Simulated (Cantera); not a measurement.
Input: 1 mol Fe₃O₄, 180 mol H₂, at 760000 Pa.

Equilibrium computed with Cantera from the NASA thermochemical tables; the gas is ideal and each condensed phase is pure. Candidate condensed phases: Fe, FeO, Fe(OH)₂, Fe(OH)₃, Fe₂O₃, Fe₃O₄, H₂O; 12 gas species. Rates play no part.

x: gas mole fraction; n: condensed amount in mol.

```csv
T (K),x H₂,x H₂O,x H,x Fe,x Fe(OH)₂,x OH,n Fe(α),n Fe(γ)
748,0.978,0.0222,<1e-12,<1e-12,<1e-12,<1e-12,3.00,0
823,0.978,0.0222,2.63e-12,<1e-12,<1e-12,<1e-12,3.00,0
898,0.978,0.0222,3.93e-11,<1e-12,3.55e-12,<1e-12,3.00,0
973,0.978,0.0222,3.88e-10,<1e-12,1.86e-11,<1e-12,3.00,0
1048,0.978,0.0222,2.77e-9,<1e-12,7.67e-11,<1e-12,3.00,0
1123,0.978,0.0222,1.53e-8,<1e-12,2.59e-10,1.79e-12,3.00,0
1198,0.978,0.0222,6.82e-8,…,7.50e-10,1.22e-11,0,3.00
1273,0.978,0.0222,2.56e-7,…,1.91e-9,6.70e-11,0,3.00
1348,0.978,0.0222,8.30e-7,…,4.42e-9,3.04e-10,0,3.00
1423,0.978,0.0222,2.38e-6,…,9.36e-9,1.18e-9,0,3.00
1498,0.978,0.0222,6.16e-6,…,1.84e-8,3.97e-9,0,3.00
```

**Question.** Fill in the missing entries.

**Answer.** 
- 1198, x Fe: 6.10e-12
- 1273, x Fe: 6.55e-11
- 1348, x Fe: 5.37e-10
- 1423, x Fe: 3.51e-9
- 1498, x Fe: 1.89e-8
